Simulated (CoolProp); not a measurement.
Aqueous magnesium chloride as a coolant, 18 % by mass, freezing at -23.4 °C, 1 atm.

Values from CoolProp's Melinder's fits for secondary coolants.

```
T (°C)  density (kg/m³)  Prandtl number  conductivity (W/(m K))  cp (kJ/(kg K))
------  ---------------  --------------  ----------------------  --------------
-17                1166            48.0                   0.492           3.102
-12.7              1166            40.5                   0.499           3.113
-8.5               1165            34.5                   0.505           3.125
-4.3               1164            29.5                   0.512           3.136
-0.1               1163            25.4                   0.519           3.148
4.1          (withheld)            22.0                   0.527           3.159
8.3                1160            19.0                   0.534           3.170
12.5               1159            16.6              (withheld)           3.181
16.7         (withheld)            14.5                   0.548           3.192
20.9               1155      (withheld)                   0.555           3.204
25.1               1154            11.1                   0.562           3.215
29.3         (withheld)            9.71                   0.569           3.226
33.5               1150            8.52                   0.576           3.238
37.7               1148            7.48                   0.583           3.249
```

**Question.** Complete the blanks.

**Answer.** 
- 4.1, density (kg/m³): 1161
- 12.5, conductivity (W/(m K)): 0.541
- 16.7, density (kg/m³): 1157
- 20.9, Prandtl number: 12.6
- 29.3, density (kg/m³): 1152
